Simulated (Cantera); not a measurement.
A closed system holds: 1 mol B₂O₃, 0.085 mol H₂O, 150 mol H₂, 0.1 mol NH₃, equilibrated at 948.15 K and 1.00 bar.

Method: chemical equilibrium by Gibbs-energy minimisation in Cantera with the NASA 1993 tables (ideal gas, pure condensed phases). Candidate condensed phases: B, BN, B₂O₃, B₃O₃H₃, H₂O; 39 gas species. Gases not in the tables: H₃BO₃. Equilibrium is a limit: real reactors are often held back by kinetics, nucleation or transport.

Base state: H₂ 0.999, H₂O 0.000656, N₂ 0.000295, NH₃ 1.43e-5 (mole fractions); condensed: BN(s) + B₂O₃(l).

What changes in the equilibrium state with this change: temperature from 948.15 K to 2423 K?


```tsv
species	before	after
H₂	0.999	0.965
H	<1e-9	0.0174
HBO	<1e-9	0.00862
BO	<1e-9	0.00159
B₂O₃	<1e-9	0.000195
B₂O₂	<1e-9	0.000125
OH	<1e-9	1.59e-5
HBO₂	2.13e-7	0.00223
BN(s), mol	0.00919	0
B₂O₃(l), mol	0.995	0
```

What changes in the equilibrium state with this change: pressure from 1.00 bar to 0.0310 bar?


```json
[
 {"species": "H₂", "before": "0.999", "after": "0.999"},
 {"species": "H₂O", "before": "0.000656", "after": "0.000565"},
 {"species": "N₂", "before": "0.000295", "after": "0.000332"},
 {"species": "NH₃", "before": "1.43e-5", "after": "4.72e-7"},
 {"species": "BN(s), mol", "before": "0.00919", "after": "0"},
 {"species": "B₂O₃(l), mol", "before": "0.995", "after": "1.000"}
]
```
